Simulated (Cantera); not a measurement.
A closed system holds: 1 mol PbS, 10 mol H2, at 1.20 Torr.

Equilibrium computed with Cantera from the NASA thermochemical tables; the gas is ideal and each condensed phase is pure. Candidate condensed phases: Pb, PbS, S; 10 gas species. Gases not in the tables: S3 to S7. The numbers say what is thermodynamically allowed, not how fast it happens.

Problem. Which condensed phases are stable at each of these points (T (K)): 900, 1000, 1100, 1200, 1300, 1400, 1500, 1600, 1700?

Solution. 
```tsv
T (K)	condensed phases	Pb condensed (%)
900	Pb(l) + PbS(s)	96.2
1000	Pb(l) + PbS(s)	30.5
1100	gas only	0.0
1200	gas only	0.0
1300	gas only	0.0
1400	gas only	0.0
1500	gas only	0.0
1600	gas only	0.0
1700	gas only	0.0
```

From 900 K to 1000 K the condensed part is Pb(l) + PbS(s). From 1100 K to 1700 K nothing is condensed.
